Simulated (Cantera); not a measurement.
Input: 1 mol trisilylamine, 0.17 mol NH3, a varied amount of N2, equilibrated at 1752 °C and 0.825 Torr.

Cantera equilibrium calculation (NASA polynomials, part measured and part estimated; ideal gas, pure solids and liquids). Candidate condensed phases: Si, Si3N4; 18 gas species. The feed counts by its element totals alone. The tables' values for SiN are old estimates; treat these amounts as uncertain. Rates play no part.

Task: At 49 mol N2, list the 6 most abundant gas species with their mole fractions, and the condensed phases.

Result: N2 0.859, H2 0.0743, Si 0.0491, H 0.0158, Si2 0.000502, Si2N 0.000442. Condensed: gas only.
